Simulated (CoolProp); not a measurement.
Vapour-liquid equilibrium of R21 (1) + ethanol (2) at 418.2 K; x and y are mole fractions of (1).

Computed with CoolProp (multi-fluid Helmholtz-energy mixture model, Platzer 1990 and Schroeder 2014; pair parameters Bell 2016). This equation is an older, rougher fit; its heat capacities, sound speeds and derivatives of the liquid may be far off and weren't checked against measurements.

```csv
x,"bubble pressure, mixture model (MPa)","bubble pressure, Raoult's law (MPa)","y, mixture model","y, Raoult's law"
0.05,1.446,0.9746,0.385,0.157
0.125,2.073,1.139,0.567,0.336
0.2,2.458,1.303,0.635,0.469
0.275,2.678,1.468,0.667,0.573
0.35,2.802,1.632,0.685,0.656
0.425,2.881,1.797,0.698,0.723
0.5,2.945,1.961,0.710,0.779
0.575,3.008,2.126,0.726,0.827
0.65,3.072,2.290,0.747,0.868
0.725,3.130,2.455,0.776,0.903
0.8,3.171,2.619,0.816,0.934
0.875,3.177,2.783,0.869,0.961
0.95,3.130,2.948,0.940,0.985
```

The largest gap from Raoult's law is +88.6 % in bubble pressure, at x = 0.2. y crosses x between x = 0.8 and 0.875: the model has an azeotrope there.

The pair parameters rest on a limited set of measurements; away from them the model extrapolates. With so large a gap from Raoult's law the liquid may split in two, which this calculation doesn't test in full.
